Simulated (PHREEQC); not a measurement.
Consider water at 62 °C with 0.48 mol NH4HF2, 0.0001 mol (NH4)2SiF6 and 0.016 mol H2SO4 per kg of water. Closed to the air; pH follows from the charge balance.

The numbers come from PHREEQC with the ion-association model, wateq4f.dat.

Each row changes one thing in this solution. Precipitation was switched off in this run.

```json
[
 {"case": "as made", "pH": "3.23", "ionic strength (mol/kgw)": "0.479", "HF2- (mol/kgw)": "0.231", "F- (mol/kgw)": "0.218", "HF (mol/kgw)": "0.215", "H2F2 (mol/kgw)": "0.0325", "SI of Quartz (SiO2)": "-11.93"},
 {"case": "NH4HF2 replaced by NaF at the same molality", "pH": "4.78", "ionic strength (mol/kgw)": "0.447", "HF2- (mol/kgw)": "?", "F- (mol/kgw)": "0.389", "HF (mol/kgw)": "0.0110", "H2F2 (mol/kgw)": "8.39e-5", "SI of Quartz (SiO2)": "-7.24"},
 {"case": "temperature from 62 to 70 °C", "pH": "3.27", "ionic strength (mol/kgw)": "0.480", "HF2- (mol/kgw)": "0.235", "F- (mol/kgw)": "0.214", "HF (mol/kgw)": "0.225", "H2F2 (mol/kgw)": "?", "SI of Quartz (SiO2)": "-11.55"},
 {"case": "diluted 2-fold with water", "pH": "3.28", "ionic strength (mol/kgw)": "0.242", "HF2- (mol/kgw)": "0.0887", "F- (mol/kgw)": "0.136", "HF (mol/kgw)": "0.140", "H2F2 (mol/kgw)": "0.0131", "SI of Quartz (SiO2)": "-10.94"},
 {"case": "(NH4)2SiF6 from 0.0001 to 2e-05 mol/kgw", "pH": "3.23", "ionic strength (mol/kgw)": "0.479", "HF2- (mol/kgw)": "0.231", "F- (mol/kgw)": "0.218", "HF (mol/kgw)": "0.215", "H2F2 (mol/kgw)": "0.0325", "SI of Quartz (SiO2)": "-12.63"},
 {"case": "temperature from 62 to 60 °C", "pH": "3.23", "ionic strength (mol/kgw)": "0.479", "HF2- (mol/kgw)": "0.229", "F- (mol/kgw)": "0.220", "HF (mol/kgw)": "0.213", "H2F2 (mol/kgw)": "0.0344", "SI of Quartz (SiO2)": "-12.03"},
 {"case": "NH4HF2 left out", "pH": "1.75", "ionic strength (mol/kgw)": "0.0248", "HF2- (mol/kgw)": "3.36e-8", "F- (mol/kgw)": "1.29e-5", "HF (mol/kgw)": "0.000587", "H2F2 (mol/kgw)": "2.17e-7", "SI of Quartz (SiO2)": "-0.50"},
 {"case": "diluted 5-fold with water", "pH": "3.32", "ionic strength (mol/kgw)": "0.0979", "HF2- (mol/kgw)": "0.0222", "F- (mol/kgw)": "0.0681", "HF (mol/kgw)": "0.0727", "H2F2 (mol/kgw)": "0.00339", "SI of Quartz (SiO2)": "-9.48"},
 {"case": "temperature from 62 to 20 °C", "pH": "3.13", "ionic strength (mol/kgw)": "0.479", "HF2- (mol/kgw)": "0.177", "F- (mol/kgw)": "0.272", "HF (mol/kgw)": "0.159", "H2F2 (mol/kgw)": "0.0875", "SI of Quartz (SiO2)": "-13.92"}
]
```

Question: Fill in the missing entries.

Answer: 
- NH4HF2 replaced by NaF at the same molality, HF2- (mol/kgw): 0.0208
- temperature from 62 to 70 °C, H2F2 (mol/kgw): 0.0255

Constants without temperature data keep their 25 °C values here. SiF6-2 is the database's only silicon fluoride.
